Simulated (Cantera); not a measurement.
Charge: 1 mol CaS, 2 mol SO3, 0.9 mol CO2, at 1.00 bar.

Cantera equilibrium calculation (NASA polynomials, part measured and part estimated; ideal gas, pure solids and liquids). Candidate condensed phases: C, Ca, CaCO3, CaO, CaS, CaSO4, S; 26 gas species. Mutual solubility and eutectic melting of coexisting phases are not modelled. Rates play no part.

Which condensed phases are stable at each of these points (T (K)): 1550, 1600, 1650, 1700, 1750, 1800, 1850?


| T (K) | condensed phases | Ca condensed (%) |
|---|---|---|
| 1550 | CaO(s) + CaS(s) | 100.0 |
| 1600 | CaO(s) + CaS(s) | 100.0 |
| 1650 | CaO(s) + CaS(s) | 100.0 |
| 1700 | CaO(s) + CaS(s) | 100.0 |
| 1750 | CaO(s) + CaS(s) | 100.0 |
| 1800 | CaO(s) | 100.0 |
| 1850 | CaO(s) | 100.0 |

From 1550 K to 1750 K the condensed part is CaO(s) + CaS(s). From 1800 K to 1850 K the condensed part is CaO(s).
